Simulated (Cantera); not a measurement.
Cantera run:

```python
import numpy as np
import cantera as ct

gas_names = """
    CL Si2C C2F4 SiF2 CCL4 SiF4 Si CF3 F2 CF2
""".split()
cond_names = """

""".split()


def load(file, names, dense=False):
    # The tables refer to 1 bar. Condensed volumes are neglected.
    table = {s.name: s for s in ct.Species.list_from_file(file)}
    out = []
    for n in names:
        d = dict(table[n].input_data)
        d["thermo"] = dict(d["thermo"], **{"reference-pressure": 1e5})
        if dense:
            d["equation-of-state"] = {"model": "constant-volume", "density": "1e6 g/cm^3"}
        out.append(ct.Species.from_dict(d))
    return out


species = {s.name: s for s in load("nasa_gas.yaml", gas_names) + load("nasa_condensed.yaml", cond_names)}
# Each term lists the table entries of one substance; the one whose range holds T is used.
reactions = {
    '12 Cl(g) + Si2C(g) + C2F4(g) = 2 SiF2(g) + 3 CCl4(g)':
        [(-12, ['CL']), (-1, ['Si2C']), (-1, ['C2F4']), (2, ['SiF2']), (3, ['CCL4'])],
    'SiF4(g) + 2 C2F4(g) = Si(g) + 4 CF3(g)':
        [(-1, ['SiF4']), (-2, ['C2F4']), (1, ['Si']), (4, ['CF3'])],
    'SiF2(g) = F2(g) + Si(g)':
        [(-1, ['SiF2']), (1, ['F2']), (1, ['Si'])],
    'Si(g) + 4 CF3(g) = SiF4(g) + 4 CF2(g)':
        [(-1, ['Si']), (-4, ['CF3']), (1, ['SiF4']), (4, ['CF2'])],
}


def pick(names, T):
    return next(species[n] for n in names if species[n].thermo.min_temp <= T <= species[n].thermo.max_temp)


results = []
for label, terms in reactions.items():
    print(label)
    print("     T/K   dH/kJ  dS/(J/K)   dG/kJ   log10 K")
    for T in [450, 650, 850, 1050, 1250, 1450, 1650, 1850, 2050, 2250]:
        used = [(nu, pick(names, T)) for nu, names in terms]
        dH = sum(nu * s.thermo.h(T) for nu, s in used) / 1e6
        dS = sum(nu * s.thermo.s(T) for nu, s in used) / 1e3
        dG = dH - T * dS / 1e3
        logK = -dG * 1e6 / (ct.gas_constant * T * np.log(10))
        results.append((label, T, dH, dS, dG, logK, [s.name for _, s in used]))
        print(f"{T:8g} {dH:8.1f} {dS:8.1f} {dG:8.1f} {logK:8.2f}")
```

Output:

```
12 Cl(g) + Si2C(g) + C2F4(g) = 2 SiF2(g) + 3 CCl4(g)
     T/K   dH/kJ  dS/(J/K)   dG/kJ   log10 K
     450  -2802.2  -1099.1  -2307.7   267.86
     650  -2808.6  -1110.9  -2086.5   167.67
     850  -2813.7  -1117.7  -1863.6   114.52
    1050  -2817.9  -1122.1  -1639.6    81.57
    1250  -2821.4  -1125.2  -1414.9    59.12
    1450  -2824.4  -1127.5  -1189.6    42.85
    1650  -2827.1  -1129.2   -963.9    30.52
    1850  -2829.4  -1130.5   -738.0    20.84
    2050  -2831.6  -1131.6   -511.8    13.04
    2250  -2833.6  -1132.6   -285.3     6.62
SiF4(g) + 2 C2F4(g) = Si(g) + 4 CF3(g)
     T/K   dH/kJ  dS/(J/K)   dG/kJ   log10 K
     450   1498.7    339.4   1346.0  -156.23
     650   1495.5    333.5   1278.7  -102.76
     850   1492.3    329.2   1212.4   -74.51
    1050   1488.8    325.6   1147.0   -57.06
    1250   1485.3    322.5   1082.2   -45.22
    1450   1481.6    319.8   1018.0   -36.67
    1650   1478.0    317.4    954.2   -30.21
    1850   1474.3    315.3    891.0   -25.16
    2050   1470.6    313.4    828.1   -21.10
    2250   1466.9    311.7    765.6   -17.77
SiF2(g) = F2(g) + Si(g)
     T/K   dH/kJ  dS/(J/K)   dG/kJ   log10 K
     450   1038.9    117.0    986.2  -114.48
     650   1039.7    118.5    962.6   -77.36
     850   1040.2    119.2    938.9   -57.69
    1050   1040.6    119.7    915.0   -45.52
    1250   1041.1    120.0    891.0   -37.23
    1450   1041.5    120.4    867.0   -31.23
    1650   1042.1    120.7    842.8   -26.68
    1850   1042.6    121.1    818.7   -23.11
    2050   1043.2    121.4    794.4   -20.24
    2250   1043.9    121.7    770.1   -17.88
Si(g) + 4 CF3(g) = SiF4(g) + 4 CF2(g)
     T/K   dH/kJ  dS/(J/K)   dG/kJ   log10 K
     450   -911.1     20.0   -920.0   106.79
     650   -911.1     19.9   -924.1    74.26
     850   -912.0     18.7   -927.9    57.02
    1050   -913.4     17.3   -931.5    46.34
    1250   -915.1     15.8   -934.8    39.06
    1450   -917.0     14.4   -937.8    33.78
    1650   -919.1     13.0   -940.6    29.78
    1850   -921.4     11.7   -943.0    26.63
    2050   -923.8     10.5   -945.3    24.09
    2250   -926.3      9.3   -947.2    21.99
```

Source: NASA polynomial tables (part measured, part estimated), evaluated in Cantera. The tables' values for C2F4, SiF2 are old estimates. Condensed species are held in their standard states even where they would react or evaporate.
